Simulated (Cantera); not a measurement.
A closed system holds: 1 mol CH3SiCl3, 1.4 mol CH4, 41 mol H2, equilibrated at 135 Torr.

These are equilibrium values from Cantera (NASA tables, ideal gas, pure condensed phases), not measurements of a reactor. Candidate condensed phases: C, C6H6, C7H8, C8H18, Si, SiC; 109 gas species. The feed counts by its element totals alone. Gases not in the tables: Si2H6 and higher silanes. Equilibrium is a limit: real reactors are often held back by kinetics, nucleation or transport.

**Question.** What share of the Si ends up in condensed phases as a function of T (°C), at 825, 975, 1125, 1275, 1425, 1575, 1725, 1875, 2025?

**Answer.** 
| T (°C) | Si condensed (%) | as |
|---|---|---|
| 825 | 96.6 | SiC(s) |
| 975 | 99.5 | SiC(s) |
| 1125 | 99.6 | SiC(s) |
| 1275 | 99.4 | SiC(s) |
| 1425 | 98.9 | SiC(s) |
| 1575 | 98.2 | SiC(s) |
| 1725 | 97.2 | SiC(s) |
| 1875 | 95.4 | SiC(s) |
| 2025 | 89.2 | SiC(s) |
